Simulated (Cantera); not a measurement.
## Adiabatic ignition

An adiabatic, constant-volume homogeneous reactor starts with 26.9 % H2, 15.3 % O2, 57.6 % N2, 0.258 % NO, at 1700 K and 690 Torr.

Model: GRI-Mech 3.0 (53 species, 325 reactions), integrated in Cantera.

```
t (s)     T (K)  P (bar)    x H2    x O2     x NO       x O    x HO2      x H      x OH
--------  -----  -------  ------  ------  -------  --------  -------  -------  --------
5.00e-6    1702    0.921   0.265   0.151  0.00258  0.000349  2.00e-5  0.00214  0.000377
1.68e-5    2186     1.15  0.0551  0.0416  0.00268    0.0326  1.38e-5   0.0789    0.0324
5.61e-5    2845     1.43  0.0485  0.0321  0.00333    0.0193  1.18e-5   0.0351    0.0426
0.000188   2990     1.49  0.0451  0.0285  0.00784    0.0153  1.50e-5   0.0269    0.0417
0.000630   2984     1.49  0.0458  0.0266   0.0138    0.0144  1.40e-5   0.0266    0.0405
0.00211    2983     1.49  0.0459  0.0263   0.0147    0.0143  1.39e-5   0.0266    0.0403
0.00707    2983     1.49  0.0459  0.0263   0.0147    0.0143  1.39e-5   0.0266    0.0403
0.0237     2983     1.49  0.0459  0.0263   0.0147    0.0143  1.39e-5   0.0266    0.0403
0.0794     2983     1.49  0.0459  0.0263   0.0147    0.0143  1.39e-5   0.0266    0.0403
0.266      2983     1.49  0.0459  0.0263   0.0147    0.0143  1.39e-5   0.0266    0.0403
0.891      2983     1.49  0.0459  0.0263   0.0147    0.0143  1.39e-5   0.0266    0.0403
2.98       2983     1.49  0.0459  0.0263   0.0147    0.0143  1.39e-5   0.0266    0.0403
10.0       2983     1.49  0.0459  0.0263   0.0147    0.0143  1.39e-5   0.0266    0.0403
```
x: mole fraction; the columns are a selection and need not sum to one.

| Property | Result |
|---|---|
| time of steepest temperature rise | 7.96 µs |
| temperature at 10.0 s | 2983 K |
| equilibrium temperature | 2983 K |
| x(H2) at 10.0 s | 0.0459 (gas-phase equilibrium 0.0459) |
| x(O2) at 10.0 s | 0.0263 (gas-phase equilibrium 0.0263) |
| x(NO) at 10.0 s | 0.0147 (gas-phase equilibrium 0.0147) |
